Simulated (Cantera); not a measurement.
C6H6 + H2 + N2 (carbon deposition, reforming and gasification)

Feed: 1 mol C6H6, 53 mol H2, 4.4 mol N2, equilibrated at 1.33 mbar.

Equilibrium computed with Cantera from the NASA thermochemical tables; the gas is ideal and each condensed phase is pure. Candidate condensed phases: C, C6H6, C7H8, C8H18; 92 gas species. Equilibrium is a limit: real reactors are often held back by kinetics, nucleation or transport.

From 623 K to 1823 K the condensed part is C(graphite). The main C-bearing gas is CH4 at 623 K and HCN at 1823 K.

```csv
T (K),x H2,x N2,x CH4,x H,x HCN,x C2H2 (acetylene),n C(graphite)
623,0.872,0.0766,0.0516,<1e-12,7.89e-11,<1e-12,3.04
723,0.921,0.0733,0.00603,2.22e-12,2.85e-9,<1e-12,5.64
823,0.926,0.0729,0.00107,1.93e-10,4.27e-8,3.09e-12,5.94
923,0.927,0.0729,0.000266,6.45e-9,3.54e-7,1.10e-10,5.98
1023,0.927,0.0729,8.60e-5,1.09e-7,1.93e-6,1.94e-9,5.99
1123,0.927,0.0728,3.36e-5,1.12e-6,7.78e-6,2.04e-8,6.00
1223,0.927,0.0728,1.53e-5,7.93e-6,2.49e-5,1.45e-7,6.00
1323,0.927,0.0728,7.79e-6,4.18e-5,6.66e-5,7.65e-7,6.00
1423,0.927,0.0728,4.36e-6,0.000175,0.000155,3.18e-6,5.99
1523,0.926,0.0727,2.63e-6,0.000609,0.000322,1.09e-5,5.98
1623,0.925,0.0725,1.69e-6,0.00182,0.000610,3.22e-5,5.96
1723,0.922,0.0721,1.14e-6,0.00480,0.00107,8.34e-5,5.92
1823,0.915,0.0715,7.97e-7,0.0114,0.00175,0.000193,5.87
```
x: gas mole fraction; n: condensed amount in mol.
